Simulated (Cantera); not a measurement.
**Thermodynamics of chemical vapour transport, feed MgO + H2O + Cl2**

A closed system holds: 1 mol MgO, 0.58 mol H2O, 0.8 mol Cl2, equilibrated at 20.3 Torr.

Cantera equilibrium calculation (NASA polynomials, part measured and part estimated; ideal gas, pure solids and liquids). Candidate condensed phases: H2O, Mg, MgCl2, MgO, Mg(OH)2; 22 gas species. Kinetics and transport are ignored.

From 777 °C to 1227 °C the condensed part is MgO(s). The main Mg-bearing gas is MgCl2 throughout. The share of Mg in condensed phases is highest at 777 °C (99.9 %) and lowest at 1227 °C (85.3 %).

| T (°C) | x HCl | x O2 | x Cl2 | x MgCl2 | x Cl | x H2O | n MgO(s) |
|---|---|---|---|---|---|---|---|
| 777 | 0.632 | 0.158 | 0.170 | 0.000460 | 0.00199 | 0.0372 | 0.999 |
| 852 | 0.647 | 0.163 | 0.156 | 0.00197 | 0.00493 | 0.0273 | 0.997 |
| 927 | 0.654 | 0.167 | 0.141 | 0.00678 | 0.0108 | 0.0210 | 0.989 |
| 1002 | 0.652 | 0.172 | 0.119 | 0.0185 | 0.0208 | 0.0177 | 0.969 |
| 1077 | 0.641 | 0.180 | 0.0889 | 0.0389 | 0.0346 | 0.0171 | 0.933 |
| 1152 | 0.623 | 0.187 | 0.0573 | 0.0627 | 0.0500 | 0.0194 | 0.890 |
| 1227 | 0.603 | 0.192 | 0.0331 | 0.0829 | 0.0647 | 0.0246 | 0.853 |
x: gas mole fraction; n: condensed amount in mol.
